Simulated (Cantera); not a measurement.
Cantera run, input and output.

```python
import numpy as np
import cantera as ct

gas = ct.Solution("gri30.yaml")
gas.TPX = 1850, 101325, {'NO': 1, 'N2': 2.8}
reactor = ct.IdealGasConstPressureReactor(gas, energy="off", clone=False)
net = ct.ReactorNet([reactor])
net.rtol, net.atol = 1e-08, 1e-18
show = ['NO', 'N2O', 'O2', 'N2', 'NO2', 'O']
times = np.geomspace(7e-06, 200, 10)

steps = ct.SolutionArray(gas, extra=["t"])
rows = []
print(f"{'t/s':>10s}{'T/K':>9s}{'P/Pa':>11s}" + "".join(f"{s:>11s}" for s in show))
for t in times:
    while net.time < t:
        t_next = net.step()
        steps.append(gas.state, t=t_next)
    rows.append([np.interp(t, steps.t, y) for y in (steps.T, steps.P, *steps(*show).X.T)])
    print(f"{t:10.3e}{rows[-1][0]:9.1f}{rows[-1][1]:11.4g}" + "".join(f"{x:11.3e}" for x in rows[-1][2:]))
rate = np.gradient(steps.T, steps.t)
print("integrator steps:", len(steps.t))
if steps.T.max() > steps.T[0] + 200:
    print(f"time of steepest temperature rise: {steps.t[rate.argmax()]:.4e} s")
gas.TPX = 1850, 101325, {'NO': 1, 'N2': 2.8}
gas.equilibrate("TP")
print(f"equilibrium (TP): T = {gas.T:.1f} K  " + "  ".join(f"{s} {gas[s].X[0]:.3e}" for s in show))
```

Output:

```
       t/s      T/K       P/Pa         NO        N2O         O2         N2        NO2          O
 7.000e-06   1850.0  1.013e+05  2.632e-01  1.753e-07  1.068e-10  7.368e-01  1.712e-08  1.592e-07
 4.716e-05   1850.0  1.013e+05  2.632e-01  1.162e-06  3.656e-09  7.368e-01  5.283e-07  6.781e-07
 3.177e-04   1850.0  1.013e+05  2.631e-01  7.024e-06  1.110e-07  7.368e-01  6.946e-06  1.900e-06
 2.140e-03   1850.0  1.013e+05  2.630e-01  2.525e-05  1.225e-05  7.369e-01  5.266e-05  8.782e-06
 1.442e-02   1850.0  1.013e+05  2.623e-01  3.017e-05  3.275e-04  7.372e-01  7.847e-05  1.243e-05
 9.711e-02   1850.0  1.013e+05  2.578e-01  2.908e-05  2.544e-03  7.395e-01  9.686e-05  1.538e-05
 6.542e-01   1850.0  1.013e+05  2.299e-01  2.288e-05  1.647e-02  7.535e-01  1.576e-04  2.731e-05
 4.407e+00   1850.0  1.013e+05  1.187e-01  6.098e-06  7.205e-02  8.090e-01  1.595e-04  5.246e-05
 2.969e+01   1850.0  1.013e+05  1.295e-02  3.019e-07  1.250e-01  8.619e-01  2.276e-05  6.821e-05
 2.000e+02   1850.0  1.013e+05  4.056e-03  2.443e-07  1.295e-01  8.664e-01  7.253e-06  6.935e-05
integrator steps: 1233
equilibrium (TP): T = 1850.0 K  NO 4.054e-03  N2O 2.443e-07  O2 1.295e-01  N2 8.664e-01  NO2 7.250e-06  O 6.935e-05
```

Detailed kinetics in Cantera: GRI-Mech 3.0 (53 species, 325 reactions).
